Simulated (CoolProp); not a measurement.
A single-stage vapour-compression cycle with n-perfluorobutane: evaporating at 262.15 K (dew point), condensing at 289.15 K (bubble point), superheat 0 K, subcooling 5 K, compressor efficiency 0.65, no pressure losses. Each further row changes one setting.

Values from CoolProp's reference Helmholtz-energy equation of state, Gao 2022.

```tsv
case	cooling COP	pressure ratio	discharge temperature (K)	refrigerating effect (kJ/kg)	volumetric capacity (kJ/m³)
as stated	5.53	2.85	289.1	76.1	600
evaporating temperature 267.15 K	?	2.30	289.1	?	?
condensing temperature 284.15 K	?	2.39	284.1	81.7	644
subcooling 10 K	5.93	2.85	289.1	81.7	644
superheat 10 K	?	2.85	291.6	?	638
compressor efficiency 0.55	4.68	2.85	289.1	76.1	600
```

Question: Some entries are withheld; supply them.

Answer: 
- evaporating temperature 267.15 K, cooling COP: 7.18
- evaporating temperature 267.15 K, refrigerating effect (kJ/kg): 80.0
- evaporating temperature 267.15 K, volumetric capacity (kJ/m³): 771
- condensing temperature 284.15 K, cooling COP: 7.08
- superheat 10 K, cooling COP: 5.70
- superheat 10 K, refrigerating effect (kJ/kg): 84.4

The compression ends wet for: as stated; evaporating temperature 267.15 K; condensing temperature 284.15 K; subcooling 10 K; compressor efficiency 0.55.
